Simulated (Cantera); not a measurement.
A Cantera script and what it prints.

```python
import numpy as np
import cantera as ct

gas_names = """
    CL CL2 H HCL H2 N NH NH2 NH3 N2 N2H2 N2H4 Si SiCL SiCL2 SiCL3 SiCL4 SiH SiHCL3 SiH2 SiH2CL2 SiH3
    SiH3CL SiH4 SiN Si2 Si2N Si3
""".split()
cond_names = """
    NH4CL(a) NH4CL(b) Si(cr) Si(L) Si3N4(a)
""".split()


# ... load() reads the species with a 1 bar reference pressure and builds the phases ...
atoms = {
    'SiCl4': {'Si': 1, 'CL': 4},
    'N2': {'N': 2},
    'H2': {'H': 2},
}
top_T = {'Si3N4(a)': 2400}  # K; cautious upper limits of use, not melting points


# ... equilibrate(T, P, feed) seeds the gas with the atoms and calls Mixture.equilibrate('TP', solver="vcs", rtol=1e-11, max_steps=5000) ...
results = []
feed = {'SiCl4': 1, 'N2': 0.87, 'H2': 0.93}  # mol
T = 1850  # K
P = 36  # Pa
mix = equilibrate(T, P, feed)
results.append((T, P, feed, dict(zip(mix.species_names, mix.species_moles))))
x = sorted(zip(gas.X, gas.species_names), reverse=True)
print(f"T = {T:g} K  P = {P:g} Pa  gas = {mix.phase_moles(0):.4g} mol")
print("   x: " + "  ".join(f"{s} {v:.3e}" for v, s in x if v > 1e-06))
print("   condensed (mol): " + ("  ".join(f"{mix.phase(i).name} {mix.phase_moles(i):.4g}"
      for i in range(1, mix.n_phases) if mix.phase_moles(i) > 1e-12) or "none"))
```

Output:

```
T = 1850 K  P = 36 Pa  gas = 3.933 mol
   x: HCL 4.331e-01  SiCL2 2.471e-01  N2 2.212e-01  CL 6.964e-02  H2 1.800e-02  SiCL3 6.171e-03  H 3.809e-03  SiCL 5.844e-04  SiCL4 2.268e-04  Si 1.471e-04  CL2 1.107e-05  SiHCL3 2.665e-06
   condensed (mol): none
```

Method: chemical equilibrium by Gibbs-energy minimisation in Cantera with the NASA 1993 tables (ideal gas, pure condensed phases). The tables' values for SiCl3, SiCl are old estimates; treat these amounts as uncertain.
